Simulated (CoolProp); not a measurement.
A single-stage vapour-compression cycle with carbonyl sulfide: evaporating at 216.15 K (dew point), condensing at 239.15 K (bubble point), superheat 2 K, subcooling 0 K, compressor efficiency 0.7, no pressure losses. Each further row changes one setting.

Values from CoolProp's reference Helmholtz-energy equation of state, Lemmon 2006. It is a short technical equation, of lower accuracy than the large ones.

```
case                              cooling COP  pressure ratio  discharge temperature (K)  refrigerating effect (kJ/kg)  volumetric capacity (kJ/m³)
--------------------------------  -----------  --------------  -------------------------  ----------------------------  ---------------------------
as stated                                5.97            2.78                      293.4                           287                          710
evaporating temperature 221.15 K         7.96               ?                      280.5                           290                          896
condensing temperature 234.15 K          7.77               ?                          ?                           293                          725
subcooling 5 K                           6.09            2.78                      293.4                           293                          725
superheat 12 K                           5.82            2.78                          ?                           294                            ?
compressor efficiency 0.6                5.11            2.78                      304.7                           287                          710
```

Question: Fill in the missing entries.

Answer: 
- evaporating temperature 221.15 K, pressure ratio: 2.18
- condensing temperature 234.15 K, pressure ratio: 2.27
- condensing temperature 234.15 K, discharge temperature (K): 277.8
- superheat 12 K, discharge temperature (K): 305.6
- superheat 12 K, volumetric capacity (kJ/m³): 692
